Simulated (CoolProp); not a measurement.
Hydrogen chloride along the isotherm 670 K: density (kg/m³) from the reference equation and from simpler models built on Tc = 324.7 K, pc = 83.14 bar, ω = 0.130; each cubic takes its own stable root.

The numbers come from the reference Helmholtz-energy equation of state, Thol 2018 in CoolProp.

```tsv
p (bar)	phase	reference
18.9	gas	12.45
37.8	gas	25.04
56.7	gas	37.75
75.6	gas	50.57
94.5	supercritical	63.48
113	supercritical	76.17
132	supercritical	89.26
151	supercritical	102.4
170	supercritical	115.5
189	supercritical	128.6
208	supercritical	141.7
```

Task: How far does each simpler model (ideal gas, van der Waals, Soave-Redlich-Kwong, Peng-Robinson) lie from the reference over these 11 states: mean and median of the absolute difference, and the worst?

Result: 
- ideal gas: mean 2.7 %, median 2.9 %, worst -4.0 % at 670 K and 208 bar
- van der Waals: mean 1.9 %, median 1.9 %, worst +3.5 % at 670 K and 208 bar
- Soave-Redlich-Kwong: mean 2.5 %, median 2.6 %, worst -4.4 % at 670 K and 208 bar
- Peng-Robinson: mean 0.8 %, median 0.8 %, worst -1.6 % at 670 K and 208 bar
